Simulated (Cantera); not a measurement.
**Premixed flame**

A freely propagating, adiabatic, planar premixed flame of H2 : O2 : N2 = 1 : 0.357 : 1.34 (molar parts), unburnt at 450 K and 1.10 bar; mixture-averaged transport, grid criteria slope 0.08 and curve 0.16, no radiation.

Detailed kinetics in Cantera: the H2/O2 subset of GRI-Mech 3.0, which has no nitrogen chemistry. Burning velocities carry a grid error of a few per cent, more on coarse grids.

```
z (mm)   T (K)  u (m/s)   x H2     x O2      x H     x H2O     x HO2       x O
-------  -----  -------  -----  -------  -------  --------  --------  --------
-1.07      450     5.57  0.371    0.132    <1e-8     <1e-8     <1e-8     <1e-8
-0.712     450     5.57  0.371    0.132    <1e-8     <1e-8     <1e-8     <1e-8
-0.534     450     5.57  0.371    0.132    <1e-8     <1e-8     <1e-8     <1e-8
-0.356     450     5.57  0.371    0.132    <1e-8   9.02e-8   7.41e-8     <1e-8
-0.178     464     5.71  0.367    0.133  2.90e-5  0.000329  0.000171   3.05e-6
-0.0890    730     8.73  0.331    0.127  0.00572    0.0209  0.000266  0.000249
0         1201     13.9  0.228   0.0894   0.0403     0.106   9.53e-5   0.00394
0.0890    1518     17.4  0.132   0.0315   0.0724     0.213   3.08e-5   0.00726
0.178     1665     18.9  0.105   0.0118   0.0759     0.250   1.10e-5   0.00662
0.356     1807     20.3  0.103  0.00635   0.0651     0.262   5.37e-6   0.00547
0.712     1951     21.7  0.108  0.00444   0.0505     0.270   3.43e-6   0.00403
1.42      2089     23.0  0.111  0.00277   0.0366     0.279   2.04e-6   0.00254
2.85      2206     24.1  0.114  0.00148   0.0249     0.287   1.11e-6   0.00136
```
x: mole fraction of selected species; z is measured from the peak of heat release.

```json
{
  "laminar_burning_velocity": "557 cm/s",
  "thermal_thickness": "0.356 mm",
  "peak x(H)": "0.0767",
  "peak x(HO2)": "0.000434",
  "peak x(O)": "0.00727",
  "grid_points": "117"
}
```
